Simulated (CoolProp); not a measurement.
Vapour-liquid equilibrium of CH2F2 (R32) (1) + methanol (2) at 2.71 bar; x and y are mole fractions of (1).

Computed with CoolProp (multi-fluid Helmholtz-energy mixture model, Tillner-Roth 1997 and de Reuck 1993; pair parameters Bell 2016).

| x | bubble temperature, mixture model (K) | bubble temperature, Raoult's law (K) | y, mixture model | y, Raoult's law |
|---|---|---|---|---|
| 0.05 | 300.1 | 332.3 | 0.930 | 0.713 |
| 0.15 | 264.4 | 298.6 | 0.992 | 0.946 |
| 0.25 | 254.4 | 281.8 | 0.996 | 0.981 |
| 0.35 | 250.5 | 271.4 | 0.997 | 0.991 |
| 0.45 | 248.8 | 264.0 | 0.997 | 0.995 |
| 0.55 | 248.2 | 258.3 | 0.998 | 0.998 |
| 0.65 | 247.7 | 253.8 | 0.998 | 0.999 |
| 0.75 | 247.1 | 250.1 | 0.998 | 0.999 |
| 0.85 | 245.9 | 246.9 | 0.998 | 1.000 |
| 0.95 | 244.1 | 244.2 | 0.999 | 1.000 |

The largest gap from Raoult's law is -34.2 K in bubble temperature, at x = 0.15. No azeotrope shows between x = 0.05 and 0.95.

Pair parameters are fitted to limited data, so mixtures are less certain than the pure fluids. With so large a gap from Raoult's law the liquid may split in two, which this calculation doesn't test in full.
